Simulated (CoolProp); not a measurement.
Saturation properties of ethylene (Tc = 9.2 °C, pc = 5042 kPa, ω = 0.087).

Values from CoolProp's reference Helmholtz-energy equation of state, Smukala 2000.

```
T (°C)   p (kPa)  liquid density (kg/m³)  vapour Z
-------  -------  ----------------------  --------
-129.85    15.85                   603.6    0.9914
-122.35    29.12                   593.5    0.9865
-114.85    50.12                   583.2    0.9800
-107.35    81.65                   572.7    0.9715
-99.85     126.9                   562.0    0.9610
-92.35     189.4                   551.0    0.9483
-84.85     273.1                   539.7    0.9332
-77.35     381.9                   528.0    0.9157
-69.85     520.2                   515.8    0.8955
-62.35     692.4                   503.1    0.8726
-54.85     903.0                   489.8    0.8469
-47.35      1157                   475.7    0.8181
```

It boils at -103.8 °C under 1 atm.
